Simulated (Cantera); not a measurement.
Feed: 1 mol BN, 9 mol H2O, 4.4 mol N2, at 2.40 Pa.

Method: chemical equilibrium by Gibbs-energy minimisation in Cantera with the NASA 1993 tables (ideal gas, pure condensed phases). Candidate condensed phases: B, BN, B2O3, B3O3H3, H2O; 39 gas species. Kinetics and transport are ignored.

x: gas mole fraction; n: condensed amount in mol.

```tsv
T (K)	x H2O	x N2	x H2	x HBO2	x H	x B2O3	x (HBO2)3	n B2O3(l)
800	0.539	0.353	0.108	1.96e-5	1.94e-10	<1e-12	0.000180	0.496
875	0.539	0.353	0.108	?	?	?	?	0.496
950	0.538	0.352	0.108	?	?	?	?	0.489
1025	0.534	0.351	0.108	0.00652	2.92e-7	4.48e-7	4.71e-5	0.454
1100	0.520	0.348	0.107	0.0257	1.72e-6	1.07e-5	3.21e-5	0.319
1175	0.486	0.340	0.104	0.0692	8.08e-6	0.000118	1.27e-5	0
1250	0.486	0.340	0.104	0.0691	3.18e-5	0.000160	4.17e-7	0
1325	0.486	0.340	0.104	0.0690	0.000108	0.000210	2.04e-8	0
1400	0.486	0.340	0.104	0.0689	0.000320	0.000268	1.40e-9	0
```

Task: What belongs in the gaps?

Result: 
- 875, x HBO2: 0.000193
- 875, x H: 3.36e-9
- 875, x B2O3: 1.44e-10
- 875, x (HBO2)3: 0.000109
- 950, x HBO2: 0.00130
- 950, x H: 3.73e-8
- 950, x B2O3: 1.12e-8
- 950, x (HBO2)3: 7.02e-5
